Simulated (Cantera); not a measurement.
## Equilibrium for titanium nitride, carbide and oxide coatings: TiCl4 + C3H8 + H2

A closed system holds: 1 mol TiCl4, 0.38 mol C3H8, 17 mol H2, held at 13.0 Pa.

Equilibrium computed with Cantera from the NASA thermochemical tables; the gas is ideal and each condensed phase is pure. Candidate condensed phases: C, C6H6, C7H8, C8H18, Ti, TiC, TiCl2, TiCl3, TiCl4; 96 gas species. The tables' values for TiCl2 are old estimates; treat these amounts as uncertain. TiC: taken at fixed stoichiometry. Equilibrium is a limit: real reactors are often held back by kinetics, nucleation or transport.

| T (K) | x H2 | x H | x HCl | x Cl | n C(graphite) | n TiC(s) |
|---|---|---|---|---|---|---|
| 1648 | 0.799 | 0.00698 | 0.193 | 0.00132 | 0.140 | 0.999 |
| 1698 | 0.795 | 0.0113 | 0.191 | 0.00212 | 0.139 | 0.999 |
| 1748 | 0.789 | 0.0178 | 0.189 | 0.00330 | 0.138 | 0.999 |
| 1798 | 0.781 | 0.0273 | 0.187 | 0.00499 | 0.136 | 0.999 |
| 1848 | 0.769 | 0.0408 | 0.183 | 0.00736 | 0.133 | 0.998 |
| 1898 | 0.752 | 0.0595 | 0.177 | 0.0106 | 0.130 | 0.998 |
| 1948 | 0.730 | 0.0847 | 0.170 | 0.0148 | 0.126 | 0.997 |
| 1998 | 0.700 | 0.118 | 0.161 | 0.0202 | 0.120 | 0.997 |
| 2048 | 0.663 | 0.160 | 0.150 | 0.0267 | 0.113 | 0.996 |
| 2098 | 0.616 | 0.212 | 0.136 | 0.0344 | 0.104 | 0.994 |
x: gas mole fraction; n: condensed amount in mol.

From 1648 K to 2098 K the condensed part is C(graphite) + TiC(s).
